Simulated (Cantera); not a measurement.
Cantera run:

```python
import numpy as np
import cantera as ct

gas_names = """
    O2 H2O
""".split()
cond_names = """
    Li(L) LiH(L) LiOH(L) Li2O(s)
""".split()


# ... load() reads the species with a 1 bar reference pressure and builds the phases ...
species = {s.name: s for s in load("nasa_gas.yaml", gas_names) + load("nasa_condensed.yaml", cond_names)}
T = 1250
g = {n: (s.thermo.h(T) - T * s.thermo.s(T)) / (ct.gas_constant * T * np.log(10)) for n, s in species.items()}
valid = cond_names  # the entries whose range holds T


def stable(la, lb):
    # potentials (over RT ln 10) of the two non-metals from log10 p(O2) and log10 p(H2O) in bar
    mu = {}
    mu["O"] = (g["O2"] + la) / 2
    mu["H"] = (g["H2O"] + lb - 1 * mu["O"]) / 2
    cost = {}
    for n in valid:
        c = species[n].composition
        cost[n] = (g[n] - sum(c.get(e, 0) * m for e, m in mu.items())) / c["Li"]
    return min(cost, key=cost.get)


results = []
for lb in [0, -2.2, -4.5, -6.8, -9, -11.2, -13.5, -15.8, -18]:
    row = [stable(la, lb) for la in [-32, -29.9, -27.7, -25.6, -23.5, -21.3, -19.2, -17.1, -14.9, -12.8, -10.7, -8.5, -6.4, -4.3, -2.1, 0]]
    results.append(row)
    print(f"{lb:6.1f}  " + " ".join(f"{valid.index(n):x}" for n in row))
print("key: " + ", ".join(f"{i:x} {n}" for i, n in enumerate(valid)))
```

It prints:

```
   0.0  1 1 1 2 2 2 2 2 2 2 2 2 2 2 2 2
  -2.2  1 1 3 3 3 3 3 3 3 3 3 3 3 3 3 3
  -4.5  1 3 3 3 3 3 3 3 3 3 3 3 3 3 3 3
  -6.8  3 3 3 3 3 3 3 3 3 3 3 3 3 3 3 3
  -9.0  3 3 3 3 3 3 3 3 3 3 3 3 3 3 3 3
 -11.2  3 3 3 3 3 3 3 3 3 3 3 3 3 3 3 3
 -13.5  3 3 3 3 3 3 3 3 3 3 3 3 3 3 3 3
 -15.8  3 3 3 3 3 3 3 3 3 3 3 3 3 3 3 3
 -18.0  3 3 3 3 3 3 3 3 3 3 3 3 3 3 3 3
key: 0 Li(L), 1 LiH(L), 2 LiOH(L), 3 Li2O(s)
```

Source: NASA polynomial tables (part measured, part estimated), evaluated in Cantera. Not in the tables: the peroxide. Part of the grid cannot be reached: there another gas would pass 10 bar, or a non-metal would condense.
